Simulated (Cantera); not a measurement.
A freely propagating, adiabatic, planar premixed flame of 7.29 % CH4, 16.4 % O2, 75.1 % N2, 1.24 % CO2, unburnt at 475 K and 0.168 atm; mixture-averaged transport, grid criteria slope 0.08 and curve 0.16, no radiation.

Model: GRI-Mech 3.0 (53 species, 325 reactions), integrated in Cantera. Burning velocities carry a grid error of a few per cent, more on coarse grids.

Problem. Predict: laminar burning velocity; thermal thickness; peak x(C2H); peak x(HO2); peak x(H).

Solution. 
| Property | Value |
|---|---|
| laminar burning velocity | 79.3 cm/s |
| thermal thickness | 2.23 mm |
| peak x(C2H) | 2.50e-8 |
| peak x(HO2) | 0.000103 |
| peak x(H) | 0.00903 |
